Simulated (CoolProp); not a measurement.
Values from CoolProp's reference Helmholtz-energy equation of state, Gao 2016.

Q: For sulfur dioxide, give the phase and the density (kg/m³), cp (kJ/(kg K)), cv (kJ/(kg K)), expansivity (1/kK) at 132.75 °C and 65.5 bar; 232.05 °C and 65.5 bar.

A: 
- 132.75 °C and 65.5 bar: liquid; density 966, cp 2.13, cv 0.832, expansivity 7.60
- 232.05 °C and 65.5 bar: gas; density 121, cp 0.991, cv 0.660, expansivity 3.86
